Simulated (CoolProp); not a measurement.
Aqueous potassium carbonate as a coolant, 37 % by mass, freezing at -30.7 °C, 1 atm.

Model: Melinder's fits for secondary coolants, in CoolProp.

```json
[
 {"T (°C)": "-27.6", "cp (kJ/(kg K))": "[?]", "viscosity (mPa s)": "21.2", "Prandtl number": "118", "conductivity (W/(m K))": "0.483"},
 {"T (°C)": "-17.6", "cp (kJ/(kg K))": "2.710", "viscosity (mPa s)": "12.8", "Prandtl number": "69.4", "conductivity (W/(m K))": "0.499"},
 {"T (°C)": "-7.6", "cp (kJ/(kg K))": "[?]", "viscosity (mPa s)": "[?]", "Prandtl number": "44.5", "conductivity (W/(m K))": "0.516"},
 {"T (°C)": "2.5", "cp (kJ/(kg K))": "2.746", "viscosity (mPa s)": "[?]", "Prandtl number": "30.5", "conductivity (W/(m K))": "0.532"},
 {"T (°C)": "12.5", "cp (kJ/(kg K))": "2.764", "viscosity (mPa s)": "4.42", "Prandtl number": "22.3", "conductivity (W/(m K))": "0.548"},
 {"T (°C)": "22.5", "cp (kJ/(kg K))": "2.783", "viscosity (mPa s)": "3.44", "Prandtl number": "17.0", "conductivity (W/(m K))": "[?]"},
 {"T (°C)": "32.5", "cp (kJ/(kg K))": "[?]", "viscosity (mPa s)": "2.77", "Prandtl number": "[?]", "conductivity (W/(m K))": "0.580"}
]
```

**Question.** Some entries are withheld; supply them.

**Answer.** 
- -27.6, cp (kJ/(kg K)): 2.694
- -7.6, cp (kJ/(kg K)): 2.728
- -7.6, viscosity (mPa s): 8.41
- 2.5, viscosity (mPa s): 5.91
- 22.5, conductivity (W/(m K)): 0.564
- 32.5, cp (kJ/(kg K)): 2.802
- 32.5, Prandtl number: 13.4
